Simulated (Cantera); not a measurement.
**Pyrogenic steam for wet oxidation**

An isothermal, constant-pressure homogeneous reactor starts with H2 : O2 : N2 = 0.79 : 1 : 1.2 (molar parts), equivalence ratio 0.40, at 923 K and 450 Torr.

Model: the H2/O2 subset of GRI-Mech 3.0, which has no nitrogen chemistry, integrated in Cantera. Below about 950 K walls govern HO2 and H2O2 in real vessels. The temperature is held fixed by assumption; the heat of reaction is taken as removed at once.

```tsv
t (s)	x H2	x O2	x HO2	x H2O2	x OH
2.00e-5	0.264	0.334	1.50e-10	<1e-12	3.35e-12
6.59e-5	0.264	0.334	1.09e-9	1.15e-12	1.43e-11
0.000217	0.264	0.334	1.64e-8	4.49e-11	1.10e-10
0.000714	0.264	0.334	2.64e-6	1.47e-8	1.39e-8
0.00235	0.179	0.302	7.02e-5	0.000184	1.94e-8
0.00775	0.179	0.302	3.56e-5	0.000233	1.75e-8
0.0255	0.178	0.301	4.29e-5	0.000350	2.69e-8
0.0840	0.174	0.300	6.51e-5	0.000903	7.37e-8
0.277	0.144	0.288	8.10e-5	0.00168	1.44e-7
0.911	0.0664	0.258	6.43e-5	0.00110	1.65e-7
3.00	0.00352	0.234	1.43e-5	5.91e-5	1.35e-7
```
x: mole fraction; the columns are a selection and need not sum to one.

Equilibrium at this temperature and pressure: H2 5.97e-12, O2 0.233, HO2 4.07e-10, H2O2 1.10e-10, OH 4.60e-8 (gas phase only).
